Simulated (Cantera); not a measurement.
A perfectly stirred reactor is fed with CH4 : H2O = 1 : 0.38 (molar parts), at 12800 Torr; it is held at 1575 K, and followed from long to short residence time.

Model: GRI-Mech 3.0 (53 species, 325 reactions), integrated in Cantera. GRI-Mech 3.0 stops at C3 and has no aromatics, soot or wall deposition, so with more carbon than oxygen in the feed, carbon stays in small species such as C2H2 where larger ones or solid carbon would form. The pressure lies above the range GRI-Mech 3.0 was tuned for (to about 10 atm).

One state of this run: x CH4 = 0.516; x H2O = 0.245; x CO = 0.00101; x O = <1e-12; x H2 = 0.172; x CH2CO = 1.18e-5. x: mole fraction; the columns are a selection and need not sum to one.

Task: Which value of τ (s) does it belong to?
A. 0.0091
B. 0.044
C. 0.0042
D. 0.020

Result: A, 0.0091
